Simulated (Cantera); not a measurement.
# Pyrogenic steam for wet oxidation

A perfectly stirred reactor is fed with 4.76 % H2, 2.80 % O2, 92.4 % N2, equivalence ratio 0.85, at 113 Torr; it is held at 950 K, and followed from long to short residence time.

Model: GRI-Mech 3.0 (53 species, 325 reactions), integrated in Cantera. The temperature is held fixed by assumption; the heat of reaction is taken as removed at once.

```json
[
 {"τ (s)": "0.45", "x H2": "0.00131", "x O2": "0.00500", "x O": "6.49e-5", "x H2O": "0.0472", "x OH": "5.52e-5", "x NO": "1.90e-7"},
 {"τ (s)": "0.24", "x H2": "0.00187", "x O2": "0.00531", "x O": "9.35e-5", "x H2O": "0.0465", "x OH": "6.92e-5", "x NO": "2.48e-7"},
 {"τ (s)": "0.13", "x H2": "0.00261", "x O2": "0.00575", "x O": "0.000132", "x H2O": "0.0455", "x OH": "8.60e-5", "x NO": "3.10e-7"},
 {"τ (s)": "0.070", "x H2": "0.00363", "x O2": "0.00637", "x O": "0.000184", "x H2O": "0.0442", "x OH": "0.000106", "x NO": "3.69e-7"},
 {"τ (s)": "0.038", "x H2": "0.00498", "x O2": "0.00720", "x O": "0.000251", "x H2O": "0.0424", "x OH": "0.000130", "x NO": "4.13e-7"},
 {"τ (s)": "0.020", "x H2": "0.00690", "x O2": "0.00838", "x O": "0.000340", "x H2O": "0.0398", "x OH": "0.000159", "x NO": "4.34e-7"},
 {"τ (s)": "0.011", "x H2": "0.00931", "x O2": "0.00983", "x O": "0.000439", "x H2O": "0.0366", "x OH": "0.000189", "x NO": "4.20e-7"},
 {"τ (s)": "0.0059", "x H2": "0.0127", "x O2": "0.0118", "x O": "0.000548", "x H2O": "0.0324", "x OH": "0.000220", "x NO": "3.65e-7"},
 {"τ (s)": "0.0032", "x H2": "0.0171", "x O2": "0.0142", "x O": "0.000642", "x H2O": "0.0272", "x OH": "0.000245", "x NO": "2.75e-7"},
 {"τ (s)": "0.0017", "x H2": "0.0234", "x O2": "0.0174", "x O": "0.000677", "x H2O": "0.0206", "x OH": "0.000249", "x NO": "1.61e-7"}
]
```
x: mole fraction; the columns are a selection and need not sum to one.
